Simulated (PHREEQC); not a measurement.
Polishing slurry liquid: speciation

Make-up at 75 °C: 0.052 mol H2SO4 and 0.00012 mol CO2 per kg of water. Closed to the air; pH follows from the charge balance.

All values are PHREEQC results (ion-association model, phreeqc.dat), not measurements.

No solid was allowed to form.

Task: Estimate the pH.

Result: pH 1.32.

Task: In which forms is S present?

Result: HSO4- 89 %, SO4-2 11 % of the S.

Complexes and solids missing from the database can't appear. At this temperature some constants are extrapolated from 25 °C, and those without enthalpy data are left unchanged.
